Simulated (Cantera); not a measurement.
An isothermal, constant-pressure homogeneous reactor starts with C2H6 : N2 = 1 : 1.8 (molar parts), at 1050 K and 128 Torr.

Computed with Cantera and GRI-Mech 3.0 (53 species, 325 reactions). GRI-Mech 3.0 stops at C3 and has no aromatics, soot or wall deposition, so with more carbon than oxygen in the feed, carbon stays in small species such as C2H2 where larger ones or solid carbon would form.

Predict: x(C2H6) at 4.00 s; x(H) at 4.00 s; x(CH3) at 4.00 s; x(C2H4) at 4.00 s; x(CH4) at 4.00 s; x(C2H2) at 4.00 s.


```json
{
  "x(C2H6) at 4.00 s": "0.0172 (gas-phase equilibrium 0.000568)",
  "x(H) at 4.00 s": "2.75e-7 (gas-phase equilibrium 4.20e-9)",
  "x(CH3) at 4.00 s": "6.46e-7 (gas-phase equilibrium 5.13e-7)",
  "x(C2H4) at 4.00 s": "0.232 (gas-phase equilibrium 0.0629)",
  "x(CH4) at 4.00 s": "0.0223 (gas-phase equilibrium 0.309)",
  "x(C2H2) at 4.00 s": "0.00822 (gas-phase equilibrium 0.0469)"
}
```
